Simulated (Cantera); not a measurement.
## Silicon carbide growth: CH3SiCl3 + CH4 + H2

A closed system holds: 1 mol CH3SiCl3, 0.019 mol CH4, 1200 mol H2, held at 6.40 mbar.

Cantera equilibrium calculation (NASA polynomials, part measured and part estimated; ideal gas, pure solids and liquids). Candidate condensed phases: C, C6H6, C7H8, C8H18, Si, SiC; 109 gas species. The feed counts by its element totals alone. The numbers say what is thermodynamically allowed, not how fast it happens.

| T (K) | log p H2 | log p H | log p HCl | log p Si | log p C2H2 (acetylene) | n SiC(s) |
|---|---|---|---|---|---|---|
| 923 | -2.19 | -10.71 | -4.80 | <-14 | <-14 | 0.999 |
| 1023 | -2.19 | -9.48 | -4.80 | <-14 | -13.82 | 1.000 |
| 1123 | -2.19 | -8.47 | -4.80 | <-14 | -11.99 | 1.000 |
| 1223 | -2.19 | -7.62 | -4.80 | -13.48 | -10.45 | 1.000 |
| 1323 | -2.19 | -6.90 | -4.80 | -12.09 | -9.16 | 1.000 |
| 1423 | -2.19 | -6.28 | -4.80 | -10.84 | -8.15 | 1.000 |
| 1523 | -2.20 | -5.73 | -4.80 | -9.60 | -7.61 | 1.000 |
| 1623 | -2.20 | -5.26 | -4.80 | -8.39 | -7.38 | 0.998 |
| 1723 | -2.20 | -4.84 | -4.80 | -7.34 | -7.13 | 0.988 |
| 1823 | -2.20 | -4.46 | -4.80 | -6.53 | -6.66 | 0.933 |
| 1923 | -2.20 | -4.13 | -4.80 | -5.88 | -6.11 | 0.712 |
| 2023 | -2.21 | -3.82 | -4.81 | -5.34 | -5.60 | 0 |
| 2123 | -2.21 | -3.55 | -4.82 | -5.32 | -5.60 | 0 |
log p: log10 of the partial pressure in bar; n: condensed amount in mol.

From 923 K to 1923 K the condensed part is SiC(s). From 2023 K to 2123 K nothing is condensed. The main Si-bearing gas is SiHCl3 at 923 K and Si at 2123 K.
